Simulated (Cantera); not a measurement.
An adiabatic, constant-pressure homogeneous reactor starts with CH4 : O2 : N2 : H2O = 1 : 2.47 : 9.28 : 2 (molar parts), equivalence ratio 0.81, at 1675 K and 750 Torr.

Detailed kinetics in Cantera: GRI-Mech 3.0 (53 species, 325 reactions).

Problem. Predict: time of steepest temperature rise; temperature at 0.300 s; equilibrium temperature; x(O2) at 0.300 s; x(H2O) at 0.300 s; x(NO) at 0.300 s; x(N2O) at 0.300 s.

Solution. 
```
Quantity                                                             Value
---------------------------------  ---------------------------------------
time of steepest temperature rise                                 0.280 ms
temperature at 0.300 s                                              2610 K
equilibrium temperature                                             2610 K
x(O2) at 0.300 s                     0.0348 (gas-phase equilibrium 0.0348)
x(H2O) at 0.300 s                      0.239 (gas-phase equilibrium 0.239)
x(NO) at 0.300 s                   0.00993 (gas-phase equilibrium 0.00993)
x(N2O) at 0.300 s                  4.85e-7 (gas-phase equilibrium 4.85e-7)
```
